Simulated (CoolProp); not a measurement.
Saturated liquid density (kg/m³) of nitrous oxide: the reference equation beside estimates from Tc = 309.5 K, pc = 7245 kPa, ω = 0.161. Rackett uses Z = 0.29056 − 0.08775 ω.

The numbers come from the reference Helmholtz-energy equation of state, Lemmon 2006 in CoolProp. It is a short technical equation, of lower accuracy than the large ones.

```csv
T (K),reference,Rackett,Redlich-Kwong,Soave-Redlich-Kwong
205.2,1168,1150,1064,…
217.5,1129,1113,1022,1045
229.8,1087,1073,976.7,1001
242.1,1042,…,926.5,952.5
254.5,992.5,…,870.5,…
266.8,938.1,930.4,…,833.5
279.1,875.5,869.7,735.4,759.0
291.4,798.2,…,…,666.5
303.8,679.3,676.2,520.8,532.0
```

### Question
Complete the blanks.

### Answer

- 205.2, Soave-Redlich-Kwong: 1085
- 242.1, Rackett: 1030
- 254.5, Rackett: 982.8
- 254.5, Soave-Redlich-Kwong: 896.8
- 266.8, Redlich-Kwong: 807.8
- 291.4, Rackett: 793.9
- 291.4, Redlich-Kwong: 647.1

Absolute difference from the reference over all 9 rows, mean and median: Rackett 1.0 and 1.0 %, Redlich-Kwong 13.8 and 12.3 %, Soave-Redlich-Kwong 11.5 and 9.6 %.
